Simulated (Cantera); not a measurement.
A closed system holds: 1 mol CCl₄, 0.41 mol CH₄, 2.9 mol H₂, at 2050 K and 100 Torr.

Equilibrium computed with Cantera from the NASA thermochemical tables; the gas is ideal and each condensed phase is pure. Candidate condensed phases: C, C₆H₆, C₇H₈, C₈H₁₈; 91 gas species. Rates play no part.

Base state: HCl 0.690, H₂ 0.300, Cl 0.00579, H 0.00340, C₂H₂ (acetylene) 0.000319 (mole fractions); condensed: C(graphite).

### Question
What changes in the equilibrium state with this change: H₂ from 2.9 to 9.5 mol?

### Answer
```csv
species,before,after
H₂,0.300,0.671
HCl,0.690,0.322
H,0.00340,0.00509
Cl,0.00579,0.00181
CH₄,4.48e-6,2.24e-5
C₂H₂ (acetylene),0.000319,0.000712
"C(graphite), mol",1.41,1.39
```
